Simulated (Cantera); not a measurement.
A closed system holds: 1 mol PbO, 0.013 mol O₂, 3.9 mol H₂, held at 200000 Pa.

These are equilibrium values from Cantera (NASA tables, ideal gas, pure condensed phases), not measurements of a reactor. Candidate condensed phases: H₂O, Pb, PbO, PbO₂, Pb₃O₄; 12 gas species. Rates play no part. All values below are at 900 °C.

Base state: H₂ 0.737, H₂O 0.263, Pb 0.000211 (mole fractions); condensed: Pb(l).

Task: What changes in the equilibrium state with this change: O₂ from 0.013 to 0.22 mol?

Result: 
| species | before | after |
|---|---|---|
| H₂ | 0.737 | 0.631 |
| H₂O | 0.263 | 0.369 |
| Pb | 0.000211 | 0.000211 |
| Pb(l), mol | 0.999 | 0.999 |

Task: What changes in the equilibrium state with this change: O₂ from 0.013 to 0.16 mol?

Result: 
```
species       before     after
----------  --------  --------
H₂             0.737     0.661
H₂O            0.263     0.338
Pb          0.000211  0.000211
Pb(l), mol     0.999     0.999
```
